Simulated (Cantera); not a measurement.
## Equilibrium for titanium nitride, carbide and oxide coatings: Ti(OiPr)4 + CH4

Charge: 1 mol Ti(OiPr)4, 0.16 mol CH4.

Equilibrium computed with Cantera from the NASA thermochemical tables; the gas is ideal and each condensed phase is pure. Candidate condensed phases: C, C6H6, C7H8, C8H18, H2O, Ti, TiC, TiO, TiO2, Ti2O3, Ti3O5, Ti4O7; 113 gas species. The feed counts by its element totals alone. Mutual solubility and eutectic melting of coexisting phases are not modelled. TiC: taken at fixed stoichiometry. Condensed phases not in the tables: Magnéli phases beyond Ti4O7. Rates play no part.

Stable condensed phases:

```
T in °C \ P in Pa
             10     32    100    320   1000   3200  10000  32000 100000
   1675       A      A      A      A      A      A      A      A      A
   1600       A      A      A      A      A      A      A      A      A
   1525       A      A      A      A      A      A      A      A      A
   1450       A      A      A      A      A      A      A      A      A
   1375       A      A      A      A      A      A      A      A      A
   1300       A      A      A      A      A      A      A      A      A
   1225       A      A      A      A      A      A      A      A      A
   1150       A      A      A      A      A      A      A      A      B
   1075       A      A      A      A      A      A      A      B      B
   1000       A      A      A      A      A      C      B      D      D
    925       A      A      A      A      B      B      D      E      F
    850       A      A      A      B      D      D      F      F      F
```

A: C + TiC; B: C + Ti3O5; C: C + TiC + Ti3O5; D: C + Ti4O7; E: C + TiO2 + Ti4O7; F: C + TiO2.
